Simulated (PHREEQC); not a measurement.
A solution holds 0.053 mol NH4F per kg of water, at 25 °C. It is in equilibrium with CO2 at log p = -1 (atm). Otherwise closed; pH follows from the charge balance.

Computed with PHREEQC (ion-association model, phreeqc.dat).

pH: 5.31
ionic strength: 0.0530 mol/kgw
specific conductance: 5940 µS/cm
density: 0.998 g/cm³

```tsv
species	molality	activity	log γ
NH4+	0.0530	0.0422	-0.099
F-	0.0526	0.0425	-0.093
CO2	0.00336	0.00340	0.005
HCO3-	0.000372	0.000307	-0.083
HF	0.000309	0.000313	0.005
HF2-	6.23e-5	5.09e-5	-0.087
H+	5.77e-6	4.91e-6	-0.070
```

No solid was allowed to form.
